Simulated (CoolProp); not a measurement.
Dry air at 293.15 K and 0.486 MPa is throttled through a valve to 0.231 MPa with no heat exchange. Each further row changes one setting.

Values from CoolProp's reference Helmholtz-energy equation of state, Lemmon 2000. It is a pseudo-pure fit of the blend.

| case | temperature change (K) | final density (kg/m³) |
|---|---|---|
| as stated | ___ | ___ |
| outlet pressure 0.0693 MPa | ___ | ___ |
| outlet pressure 0.3 MPa | ___ | ___ |

Task: Some entries are withheld; supply them.

Result: 
- as stated, temperature change (K): -0.6
- as stated, final density (kg/m³): 2.75
- outlet pressure 0.0693 MPa, temperature change (K): -1.0
- outlet pressure 0.0693 MPa, final density (kg/m³): 0.827
- outlet pressure 0.3 MPa, temperature change (K): -0.4
- outlet pressure 0.3 MPa, final density (kg/m³): 3.57
